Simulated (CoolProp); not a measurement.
Vapour-liquid equilibrium of CHF3 (R23) (1) + R113 (2) at 275.5 K; x and y are mole fractions of (1).

Values from CoolProp's multi-fluid Helmholtz-energy mixture model, Penoncello 2003 and Marx 1992; pair parameters Bell 2016.

**Question.** Give the bubble pressure and the first vapour's composition at x = 0.575, 0.65, 0.95. Is there an azeotrope?

**Answer.** x = 0.575: 1863 kPa, y = 0.988; x = 0.65: 1944 kPa, y = 0.989; x = 0.95: 2469 kPa, y = 0.996. No azeotrope shows between x = 0.05 and 0.95.

The pair parameters rest on a limited set of measurements; away from them the model extrapolates. The gap from Raoult's law changes sign with composition, which may be real or a fault of the pair parameters; it wasn't checked against measurements. With so large a gap from Raoult's law the liquid may split in two, which this calculation doesn't test in full.
